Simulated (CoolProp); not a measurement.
R410A along the isotherm 368.8 K: density (kg/m³) from the reference equation and from simpler models built on Tc = 344.5 K, pc = 4901 kPa, ω = 0.296; each cubic takes its own stable root.

Computed with CoolProp (reference Helmholtz-energy equation of state, Lemmon 2003). It is a pseudo-pure fit of the blend.

```json
[
 {"p (kPa)": "3270", "phase": "gas", "reference": "98.83"},
 {"p (kPa)": "6530", "phase": "supercritical", "reference": "326.3"},
 {"p (kPa)": "9800", "phase": "supercritical", "reference": "697.9"},
 {"p (kPa)": "13100", "phase": "supercritical", "reference": "807.7"},
 {"p (kPa)": "16300", "phase": "supercritical", "reference": "866.1"},
 {"p (kPa)": "19600", "phase": "supercritical", "reference": "908.5"},
 {"p (kPa)": "22900", "phase": "supercritical", "reference": "941.6"},
 {"p (kPa)": "26100", "phase": "supercritical", "reference": "968.1"},
 {"p (kPa)": "29400", "phase": "supercritical", "reference": "991.5"},
 {"p (kPa)": "32700", "phase": "supercritical", "reference": "1012"},
 {"p (kPa)": "35900", "phase": "supercritical", "reference": "1030"},
 {"p (kPa)": "39200", "phase": "supercritical", "reference": "1047"},
 {"p (kPa)": "42500", "phase": "supercritical", "reference": "1062"},
 {"p (kPa)": "45700", "phase": "supercritical", "reference": "1076"},
 {"p (kPa)": "49000", "phase": "supercritical", "reference": "1089"}
]
```

Task: How far does each simpler model (van der Waals, Peng-Robinson) lie from the reference over these 15 states: mean and median of the absolute difference, and the worst?

Result: 
- van der Waals: mean 27.6 %, median 31.1 %, worst -32.1 % at 368.8 K and 49000 kPa
- Peng-Robinson: mean 6.5 %, median 5.4 %, worst -14.9 % at 368.8 K and 9800 kPa
